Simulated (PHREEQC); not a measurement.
Consider water at 86 °C with 9.7e-05 mol CuCl2, 0.093 mol HBF4 and 3.5e-05 mol KCl per kg of water. It is in equilibrium with CO2 at log p = -3.5 (atm). Otherwise closed; pH follows from the charge balance.

The numbers come from PHREEQC with the ion-association model, phreeqc.dat.

Precipitation was switched off in this run.

Order these F species by the share of F that they hold, largest first: BF3OH-, BF2(OH)2-, BF4-, HF.

BF4- (87 %), HF (11 %), BF3OH- (2.1 %), BF2(OH)2- (0.41 %)

Order these B species by the share of B that they hold, largest first: BF2(OH)2-, H3BO3, BF3OH-, BF4-.

BF4- (87 %), H3BO3 (9.6 %), BF3OH- (2.8 %), BF2(OH)2- (0.81 %)

The pH is 1.16 and the ionic strength 0.0846 mol/kgw. Constants without temperature data keep their 25 °C values here. Real BF4- forms and hydrolyses slowly; the run takes it at equilibrium.
